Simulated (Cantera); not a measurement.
Cantera with NASA thermochemical tables; ideal gases at 1 bar, condensed phases pure. Values are per mole of reaction as written; species without (g) are pure solids or liquids, kept so even where they would boil at 1 bar.

Q: Between 2275 and 2475 K, where is each reaction favourable under standard conditions?
- 6 H(g) + V2O3 ⇌ 3 H2O(g) + 2 V

A: 
- 6 H(g) + V2O3 ⇌ 3 H2O(g) + 2 V: ΔG° is -231 kJ at 2275 K and -164 kJ at 2475 K; it stays negative (K > 1). ΔH° is -1034 kJ and ΔS° -352 J/K at 2475 K.
